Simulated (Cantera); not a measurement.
## Calcination and drying: Ca(OH)2 + H2 + O2

Charge: 1 mol Ca(OH)2, 2 mol H2, 1.5 mol O2, held at 1473 K and 0.133 bar.

Equilibrium computed with Cantera from the NASA thermochemical tables; the gas is ideal and each condensed phase is pure. Candidate condensed phases: Ca, CaO, Ca(OH)2, H2O; 14 gas species. The numbers say what is thermodynamically allowed, not how fast it happens.

```json
{
 "x(H2O)": "0.857",
 "x(O2)": "0.143",
 "x(OH)": "0.000271",
 "x(H2)": "8.13e-6",
 "x(O)": "2.89e-6",
 "n(CaO(s))": "1.000 mol",
 "gas_amount": "3.500 mol",
 "log10 activity of Ca(l) (absent)": "-16.11"
}
```
